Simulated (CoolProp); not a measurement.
Properties of cis-2-butene along the isotherm 210.75 °C (Tc = 162.6 °C, pc = 42.36 bar, ω = 0.202).

Computed with CoolProp (reference Helmholtz-energy equation of state, Lemmon 2005). It is a short technical equation, of lower accuracy than the large ones.

```tsv
p (bar)	phase	Z	Joule-Thomson coefficient (K/MPa)
8.83	gas	0.9471	6.836
17.7	gas	0.8904	7.290
26.5	gas	0.8302	7.787
35.3	gas	0.7653	8.310
44.1	supercritical	0.6952	8.798
53	supercritical	0.6190	9.099
61.8	supercritical	0.5407	8.860
70.6	supercritical	0.4702	7.564
79.4	supercritical	0.4283	5.519
88.3	supercritical	0.4163	3.866
97.1	supercritical	0.4206	2.833
106	supercritical	0.4326	2.168
```
